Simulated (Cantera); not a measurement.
A Cantera script and what it prints.

```python
import numpy as np
import cantera as ct

gas_names = """
    H HO2 H2 H2O H2O2 O OH O2 O3 Ti TiO TiO2
""".split()
cond_names = """
    H2O(s) H2O(L) Ti(a) Ti(b) Ti(L) TiO(a) TiO(b) TiO(L) TiO2(ru) TiO2(L) Ti2O3(a) Ti2O3(b) Ti2O3(L)
    Ti3O5(a) Ti3O5(b) Ti3O5(L) Ti4O7(s) Ti4O7(L)
""".split()


# ... load() reads the species with a 1 bar reference pressure and builds the phases ...
atoms = {
    'Ti': {'Ti': 1},
    'O2': {'O': 2},
    'H2': {'H': 2},
}
top_T = {}  # K; cautious upper limits of use, not melting points


# ... equilibrate(T, P, feed) seeds the gas with the atoms and calls Mixture.equilibrate('TP', solver="vcs", rtol=1e-11, max_steps=5000) ...
results = []
feed = {'Ti': 1, 'O2': 0.19, 'H2': 120}  # mol
T = 1100  # K
P = 42  # Pa
mix = equilibrate(T, P, feed)
results.append((T, P, feed, dict(zip(mix.species_names, mix.species_moles))))
print(gas.report(threshold=1e-06))
for i in range(1, mix.n_phases):
    print(f"{mix.phase(i).name:16s} {mix.phase_moles(i):12.5e} mol")
```

It prints:

```
       temperature   1100 K
          pressure   42 Pa
           density   9.2579e-06 kg/m^3
  mean mol. weight   2.016 kg/kmol
   phase of matter   gas

                          1 kg             1 kmol
                     ---------------   ---------------
          enthalpy        1.1769e+07        2.3727e+07  J
   internal energy        7.2326e+06        1.4581e+07  J
           entropy        1.1596e+05        2.3378e+05  J/K
    Gibbs function       -1.1579e+08       -2.3343e+08  J
 heat capacity c_p             15196             30635  J/K
 heat capacity c_v             11071             22320  J/K

                      mass frac. Y      mole frac. X     chem. pot. / RT
                     ---------------   ---------------   ---------------
                 H        6.3079e-07        1.2616e-06           -12.762
                H2                 1                 1           -25.523
     [  +10 minor]        9.7044e-11        4.9109e-12

Ti(a)             6.20000e-01 mol
TiO(a)            3.80000e-01 mol
TiO2(ru)          0.00000e+00 mol
Ti2O3(b)          0.00000e+00 mol
Ti3O5(b)          0.00000e+00 mol
Ti4O7(s)          0.00000e+00 mol
```

Method: chemical equilibrium by Gibbs-energy minimisation in Cantera with the NASA 1993 tables (ideal gas, pure condensed phases). Mutual solubility and eutectic melting of coexisting phases are not modelled. TiO: taken at fixed stoichiometry. Condensed phases not in the tables: N, O or C dissolved in the metal.
